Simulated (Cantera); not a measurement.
Charge: 1 mol Al, 0.47 mol O₂, 88 mol H₂, held at 577 °C and 8.80 mbar.

Cantera equilibrium calculation (NASA polynomials, part measured and part estimated; ideal gas, pure solids and liquids). Candidate condensed phases: Al, Al₂O₃, H₂O; 19 gas species. Equilibrium is a limit: real reactors are often held back by kinetics, nucleation or transport.

Base state: H₂ 1.00 (mole fractions); condensed: Al(s) + Al₂O₃(s).

Question: What changes in the equilibrium state with this change: temperature from 577 °C to 1400 °C?

Answer: 
```tsv
species	before	after
H₂	1.00	0.995
Al	<1e-9	0.00227
Al₂O	<1e-9	0.00136
H	<1e-9	0.00121
AlH	<1e-9	0.000140
Al(s), mol	0.373	0
Al₂O₃(s), mol	0.313	0.273
```
